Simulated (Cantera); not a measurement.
Input: 1 mol Cu₂O, 0.32 mol C, 0.34 mol N₂, held at 0.100 bar.

Method: chemical equilibrium by Gibbs-energy minimisation in Cantera with the NASA 1993 tables (ideal gas, pure condensed phases). Candidate condensed phases: C, Cu, CuO, Cu₂O; 27 gas species. Equilibrium is a limit: real reactors are often held back by kinetics, nucleation or transport. All values below are at 2623 K.

Base state: Cu 0.673, N₂ 0.113, O₂ 0.0702, CO₂ 0.0601, CO 0.0491, O 0.0216, NO 0.00618, CuO 0.00377 (mole fractions); condensed: gas only.

Q: What changes in the equilibrium state with this change: C from 0.32 to 7.6 mol?

A: 
| species | before | after |
|---|---|---|
| Cu | 0.673 | 0.596 |
| CO | 0.0491 | 0.300 |
| N₂ | 0.113 | 0.102 |
| O₂ | 0.0702 | <1e-9 |
| O | 0.0216 | 1.48e-9 |
| CO₂ | 0.0601 | 2.51e-8 |
| NO | 0.00618 | <1e-9 |
| CuO | 0.00377 | <1e-9 |
| CN | <1e-9 | 0.000275 |
| C₃ | <1e-9 | 3.07e-5 |
| C(graphite), mol | 0 | 6.60 |

Q: What changes in the equilibrium state with this change: pressure from 0.100 bar to 0.0370 bar?

A: 
```csv
species,before,after
Cu,0.673,0.667
N₂,0.113,0.111
O₂,0.0702,0.0694
CO₂,0.0601,0.0457
O,0.0216,0.0354
CO,0.0491,0.0618
Cu₂,0.00260,0.000945
CuO,0.00377,0.00226
NO,0.00618,0.00610
```

Q: What changes in the equilibrium state with this change: 0.96 mol NH₃ added?

A: 
```
species   before     after
-------  -------  --------
Cu         0.673     0.420
N₂         0.113     0.173
H₂             0     0.151
H₂O            0     0.122
H              0    0.0518
O₂        0.0702  0.000711
O         0.0216   0.00218
CO₂       0.0601   0.00740
CO        0.0491    0.0602
OH             0   0.00987
CuO      0.00377  0.000237
```
Further candidate phases: C₆H₆, C₇H₈, C₈H₁₈, Cu(OH)₂, H₂O.
